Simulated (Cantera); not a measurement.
A Cantera script and what it prints.

```python
import numpy as np
import cantera as ct

gas_names = """
    AL ALCL ALCL2 ALCL3 ALH ALO ALOCL ALOH ALO2 ALO2H AL2 AL2CL6 AL2O AL2O2 CL CLO CL2 H HALO HCL HOCL
    HO2 H2 H2O H2O2 O OH O2 O3
""".split()
cond_names = """
    AL(cr) AL(L) ALCL3(s) ALCL3(L) AL2O3(a) AL2O3(L) H2O(s) H2O(L)
""".split()


def load(file, names, dense=False):
    # The tables refer to 1 bar. Condensed volumes are neglected.
    table = {s.name: s for s in ct.Species.list_from_file(file)}
    out = []
    for n in names:
        d = dict(table[n].input_data)
        d["thermo"] = dict(d["thermo"], **{"reference-pressure": 1e5})
        if dense:
            d["equation-of-state"] = {"model": "constant-volume", "density": "1e6 g/cm^3"}
        out.append(ct.Species.from_dict(d))
    return out


gas = ct.Solution(thermo="ideal-gas", species=load("nasa_gas.yaml", gas_names))
cond = {s.name: ct.Solution(thermo="fixed-stoichiometry", species=[s], name=s.name)
        for s in load("nasa_condensed.yaml", cond_names, dense=True)}
atoms = {
    'AlCl3': {'AL': 1, 'CL': 3},
    'O2': {'O': 2},
    'H2': {'H': 2},
}
top_T = {}  # K; cautious upper limits of use, not melting points


def equilibrate(T, P, feed):
    n = {}
    for name, mol in feed.items():
        for a, k in atoms[name].items():
            n[a] = n.get(a, 0.0) + k * mol
    gas.TPX = T, P, n
    mass = sum(n.values()) * gas.mean_molecular_weight
    gas.equilibrate("TP")
    valid = [c for c in cond.values() if c.min_temp <= T <= top_T.get(c.name, c.max_temp)]
    mix = ct.Mixture([(gas, mass / gas.mean_molecular_weight)] + [(c, 0.0) for c in valid])
    mix.T, mix.P = T, P
    mix.equilibrate("TP", solver="vcs", rtol=1e-11, max_steps=5000)
    return mix


results = []
feed = {'AlCl3': 1, 'O2': 0.34, 'H2': 11}  # mol
P = 16  # Pa
for T in [1323, 1423, 1523, 1623, 1723, 1823, 1923, 2023, 2123]:
    mix = equilibrate(T, P, feed)
    results.append((T, P, feed, dict(zip(mix.species_names, mix.species_moles))))
    x = sorted(zip(gas.X, gas.species_names), reverse=True)
    print(f"T = {T:g} K  P = {P:g} Pa  gas = {mix.phase_moles(0):.4g} mol")
    print("   x: " + "  ".join(f"{s} {v:.3e}" for v, s in x if v > 1e-06))
    print("   condensed (mol): " + ("  ".join(f"{mix.phase(i).name} {mix.phase_moles(i):.4g}"
          for i in range(1, mix.n_phases) if mix.phase_moles(i) > 1e-12) or "none"))
```

Output:

```
T = 1323 K  P = 16 Pa  gas = 12.36 mol
   x: H2 8.236e-01  HCL 1.321e-01  ALCL3 3.110e-02  ALCL 9.007e-03  ALCL2 4.108e-03  H 1.138e-04  CL 1.530e-05
   condensed (mol): AL2O3(a) 0.2267
T = 1423 K  P = 16 Pa  gas = 12.56 mol
   x: H2 7.952e-01  HCL 1.607e-01  ALCL 2.342e-02  ALCL3 1.445e-02  ALCL2 5.662e-03  H 4.683e-04  CL 7.752e-05  H2O 2.607e-06
   condensed (mol): AL2O3(a) 0.2267
T = 1523 K  P = 16 Pa  gas = 12.7 mol
   x: H2 7.752e-01  HCL 1.799e-01  ALCL 3.430e-02  ALCL2 4.507e-03  ALCL3 4.229e-03  H 1.609e-03  CL 2.995e-04  H2O 1.306e-05  ALOCL 1.826e-06  AL 1.745e-06
   condensed (mol): AL2O3(a) 0.2266
T = 1623 K  P = 16 Pa  gas = 12.78 mol
   x: H2 7.652e-01  HCL 1.862e-01  ALCL 3.898e-02  H 4.780e-03  ALCL2 2.802e-03  ALCL3 1.024e-03  CL 9.160e-04  H2O 5.891e-05  ALOCL 7.816e-06  AL 7.755e-06
   condensed (mol): AL2O3(a) 0.2264
T = 1723 K  P = 16 Pa  gas = 12.86 mol
   x: H2 7.560e-01  HCL 1.861e-01  ALCL 4.071e-02  H 1.254e-02  CL 2.390e-03  ALCL2 1.667e-03  ALCL3 2.576e-04  H2O 2.273e-04  AL 2.788e-05  ALOCL 2.696e-05  ALOH 1.812e-06
   condensed (mol): AL2O3(a) 0.2256
T = 1823 K  P = 16 Pa  gas = 13 mol
   x: H2 7.400e-01  HCL 1.816e-01  ALCL 4.136e-02  H 2.947e-02  CL 5.517e-03  ALCL2 1.008e-03  H2O 7.461e-04  AL 8.680e-05  ALOCL 7.935e-05  ALCL3 7.118e-05  ALOH 6.755e-06  AL2O 3.660e-06  OH 2.067e-06
   condensed (mol): AL2O3(a) 0.223
T = 1923 K  P = 16 Pa  gas = 13.27 mol
   x: H2 7.095e-01  HCL 1.715e-01  H 6.273e-02  ALCL 4.160e-02  CL 1.141e-02  H2O 2.082e-03  ALCL2 6.221e-04  AL 2.440e-04  ALOCL 2.042e-04  ALOH 2.174e-05  ALCL3 2.131e-05  OH 1.585e-05  AL2O 1.267e-05  ALO 3.325e-06  O 1.046e-06
   condensed (mol): AL2O3(a) 0.2163
T = 2023 K  P = 16 Pa  gas = 13.79 mol
   x: H2 6.555e-01  HCL 1.535e-01  H 1.216e-01  ALCL 4.172e-02  CL 2.114e-02  H2O 4.894e-03  AL 6.422e-04  ALOCL 4.650e-04  ALCL2 3.866e-04  OH 9.454e-05  ALOH 6.154e-05  AL2O 4.055e-05  ALO 2.152e-05  O 1.274e-05  ALCL3 6.653e-06  ALO2H 2.193e-06  ALH 1.749e-06
   condensed (mol): AL2O3(a) 0.201
T = 2123 K  P = 16 Pa  gas = 14.67 mol
   x: H2 5.696e-01  H 2.141e-01  HCL 1.266e-01  ALCL 4.156e-02  CL 3.491e-02  H2O 9.536e-03  AL 1.625e-03  ALOCL 9.384e-04  OH 4.431e-04  ALCL2 2.357e-04  ALOH 1.548e-04  AL2O 1.243e-04  ALO 1.186e-04  O 1.181e-04  ALO2H 1.164e-05  ALH 3.365e-06  ALCL3 2.055e-06
   condensed (mol): AL2O3(a) 0.1706
```

Cantera equilibrium calculation (NASA polynomials, part measured and part estimated; ideal gas, pure solids and liquids). The tables' values for AlCl2, AlOH are old estimates; treat these amounts as uncertain.
